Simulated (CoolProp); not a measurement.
A single-stage vapour-compression cycle with R227EA: evaporating at 236.15 K (dew point), condensing at 278.15 K (bubble point), superheat 0 K, subcooling 8 K, compressor efficiency 0.6, no pressure losses. Each further row changes one setting.

Values from CoolProp's reference Helmholtz-energy equation of state, Lemmon 2016.

```tsv
case	cooling COP	pressure ratio	discharge temperature (K)	refrigerating effect (kJ/kg)	volumetric capacity (kJ/m³)
as stated	2.92	6.21	288.2	104	348
evaporating temperature 241.15 K	3.48	4.80	286.3	107	457
condensing temperature 273.15 K	3.42	5.17	282.9	109	366
subcooling 13 K	3.08	6.21	288.2	109	366
superheat 10 K	2.97	6.21	299.0	111	355
compressor efficiency 0.5	2.43	6.21	296.7	104	348
```
